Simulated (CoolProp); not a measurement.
A single-stage vapour-compression cycle with the fluid: evaporating at 242.15 K (dew point), condensing at 304.15 K (bubble point), superheat 2 K, subcooling 2 K, compressor efficiency 0.65, no pressure losses. The same conditions are run with several fluids, on thermodynamics alone (safety and materials aside).

Computed with CoolProp (reference Helmholtz-energy equation of state of each fluid (R507A: Lemmon 2003; R124: de Vries 1995; cis-2-butene: Lemmon 2005; CH3F (R41): Lemmon 2006; R143a: Lemmon and Jacobsen 2000; R21: Platzer 1990)). The equations of Platzer and Polt are older, rougher fits. Blends and air are pseudo-pure fits.

Rank R507A, R124, cis-2-butene, CH3F (R41), R143a, R21 by cooling COP, highest first.

R21 (2.10), cis-2-butene (2.06), R124 (1.92), R143a (1.76), R507A (1.71), CH3F (R41) (1.58)

```csv
fluid,pressure ratio,discharge temperature (K),refrigerating effect (kJ/kg),volumetric capacity (kJ/m³)
R507A,7.33,332.6,105,1120
R124,10.8,332.1,111,323
cis-2-butene,12.0,355.1,320,193
CH3F (R41),5.55,397.7,253,3950
R143a,7.12,337.8,126,1170
R21,13.9,401.9,200,163
```
